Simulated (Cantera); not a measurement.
Input: 1 mol Fe(CO)5, 2.7 mol O2, 0.16 mol H2, held at 1 atm.

Method: chemical equilibrium by Gibbs-energy minimisation in Cantera with the NASA 1993 tables (ideal gas, pure condensed phases). Candidate condensed phases: C, C6H6, C7H8, C8H18, Fe, Fe(CO)5, FeO, Fe(OH)2, Fe(OH)3, Fe2O3, Fe3O4, H2O; 114 gas species. The tables' stoichiometric FeO is somewhat more stable than real wüstite, so its field is too wide. FeO: taken at fixed stoichiometry. The numbers say what is thermodynamically allowed, not how fast it happens. All values below are at 1277 °C.

Base state: CO2 0.824, CO 0.145, H2O 0.0292, H2 0.00184 (mole fractions); condensed: FeO(s).

Task: What changes in the equilibrium state with this change: O2 from 2.7 to 0.024 mol?

Result: 
```
species       before     after
-----------  -------  --------
CO             0.145     0.960
H2           0.00184    0.0303
CO2            0.824   0.00855
H2O           0.0292  0.000753
FeO(s), mol    1.000         0
Fe(γ), mol         0     1.000
```

Task: What changes in the equilibrium state with this change: O2 from 2.7 to 0.082 mol?

Result: 
| species | before | after |
|---|---|---|
| CO | 0.145 | 0.940 |
| CO2 | 0.824 | 0.0293 |
| H2 | 0.00184 | 0.0285 |
| H2O | 0.0292 | 0.00249 |
| FeO(s), mol | 1.000 | 0 |
| Fe(γ), mol | 0 | 1.000 |
